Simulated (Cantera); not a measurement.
Input: 1 mol CH3Cl, 0.028 mol F2, held at 1.00 bar.

These are equilibrium values from Cantera (NASA tables, ideal gas, pure condensed phases), not measurements of a reactor. Candidate condensed phases: C, C6H6, C7H8, C8H18; 118 gas species. Equilibrium is a limit: real reactors are often held back by kinetics, nucleation or transport.

Question: What share of the C ends up in condensed phases as a function of T (K), at 1773, 1873, 1973, 2073, 2173, 2273, 2373, 2473, 2573, 2673?

Answer: 
| T (K) | C condensed (%) | as |
|---|---|---|
| 1773 | 99.9 | C(graphite) |
| 1873 | 99.9 | C(graphite) |
| 1973 | 99.9 | C(graphite) |
| 2073 | 99.7 | C(graphite) |
| 2173 | 99.6 | C(graphite) |
| 2273 | 99.2 | C(graphite) |
| 2373 | 98.8 | C(graphite) |
| 2473 | 98.1 | C(graphite) |
| 2573 | 97.1 | C(graphite) |
| 2673 | 95.8 | C(graphite) |
